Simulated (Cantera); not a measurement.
Mixture: 25.4 % CO, 2.42 % H₂, 15.1 % O₂, 57.0 % N₂, equivalence ratio 0.92, at 8.78 atm, adiabatic and at constant volume. Ignition delay is the time to a rise of 400 K.

Cantera simulation using GRI-Mech 3.0 (53 species, 325 reactions); the numbers are that mechanism's predictions, not measurements. The hydrogen kinetics of GRI-Mech 3.0 are dated; newer H2 mechanisms differ, most at raised pressure. Where the delays flatten at high temperature, the 400 K rule measures the pace of heat release, not the induction time.

Task: Predict: delay at 1250 K; delay at 1350 K; delay at 1450 K; delay at 1550 K; delay at 1650 K.

Result: 
```
Quantity          Result
---------------  -------
delay at 1250 K  20.6 µs
delay at 1350 K  9.15 µs
delay at 1450 K  5.80 µs
delay at 1550 K  4.33 µs
delay at 1650 K  3.56 µs
```
